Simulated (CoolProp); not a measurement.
Properties of R22 along the isotherm 226.85 °C.

Computed with CoolProp (reference Helmholtz-energy equation of state, Kamei 1995).

```csv
p (kPa),phase,Joule-Thomson coefficient (K/MPa),viscosity (µPa s),fugacity coefficient
250,gas,?,22.6,0.9943
499,gas,5.175,22.6,0.9886
749,gas,5.184,22.6,0.9829
998,gas,5.191,22.6,0.9773
1250,gas,?,22.6,0.9716
1500,gas,?,22.7,0.9660
1750,gas,?,22.7,0.9604
2000,gas,5.212,22.7,?
2250,gas,5.214,22.7,0.9493
2500,gas,5.216,?,?
```

Q: Fill in the missing entries.

A: 
- 250, Joule-Thomson coefficient (K/MPa): 5.167
- 1250, Joule-Thomson coefficient (K/MPa): 5.197
- 1500, Joule-Thomson coefficient (K/MPa): 5.203
- 1750, Joule-Thomson coefficient (K/MPa): 5.208
- 2000, fugacity coefficient: 0.9549
- 2500, viscosity (µPa s): 22.8
- 2500, fugacity coefficient: 0.9438

Viscosity comes from a separate model (Bell 2016), an estimate that may be off by 10 % or more.
